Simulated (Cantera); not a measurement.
## Gas-phase reforming

An isothermal, constant-pressure homogeneous reactor starts with CH4 : CO2 = 1 : 0.71 (molar parts), at 1450 K and 11300 Torr.

Model: GRI-Mech 3.0 (53 species, 325 reactions), integrated in Cantera. The pressure lies above the range GRI-Mech 3.0 was tuned for (to about 10 atm).

```tsv
t (s)	x CH4	x CO2	x O2	x CH3	x H2O2	x C2H4
8.00e-6	0.585	0.415	<1e-12	9.05e-6	<1e-12	8.35e-9
2.20e-5	0.585	0.415	<1e-12	2.00e-5	<1e-12	1.43e-7
6.02e-5	0.585	0.415	<1e-12	2.68e-5	<1e-12	1.17e-6
0.000165	0.585	0.415	<1e-12	2.80e-5	<1e-12	5.34e-6
0.000454	0.584	0.415	<1e-12	3.05e-5	<1e-12	2.40e-5
0.00124	0.583	0.415	<1e-12	3.58e-5	<1e-12	0.000132
0.00341	0.580	0.415	<1e-12	4.36e-5	<1e-12	0.000819
0.00937	0.569	0.413	<1e-12	4.72e-5	<1e-12	0.00380
0.0257	0.541	0.405	<1e-12	4.32e-5	<1e-12	0.00938
0.0706	0.476	0.379	<1e-12	3.74e-5	<1e-12	0.0171
0.194	0.368	0.308	<1e-12	3.57e-5	<1e-12	0.0362
0.531	0.262	0.181	<1e-12	3.41e-5	<1e-12	0.0503
1.46	0.237	0.132	<1e-12	3.27e-5	<1e-12	0.0488
4.00	0.245	0.113	<1e-12	3.13e-5	<1e-12	0.0381
```
x: mole fraction; the columns are a selection and need not sum to one.

Equilibrium at this temperature and pressure: CH4 0.0923, CO2 0.000347, O2 <1e-12, CH3 6.79e-6, H2O2 <1e-12, C2H4 0.000598 (gas phase only).
